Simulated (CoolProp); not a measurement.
Model: reference Helmholtz-energy equation of state, de Reuck 1993, in CoolProp.

**Question.** For methanol, give the phase and the isothermal compressibility (1/MPa), expansivity (1/kK), viscosity (µPa s), Prandtl number at 86.95 °C and 22 bar; 184.45 °C and 22 bar; 281.85 °C and 22 bar.

**Answer.** 
- 86.95 °C and 22 bar: liquid; isothermal compressibility 0.00195, expansivity 1.45, viscosity 259, Prandtl number 4.13
- 184.45 °C and 22 bar: gas; isothermal compressibility 0.618, expansivity 6.59, viscosity 14.3, Prandtl number 1.56
- 281.85 °C and 22 bar: gas; isothermal compressibility 0.490, expansivity 2.34, viscosity 18.1, Prandtl number 0.854

Viscosity comes from a separate model (Xiang 2006). Thermal conductivity comes from a separate model (Sykioti 2013).
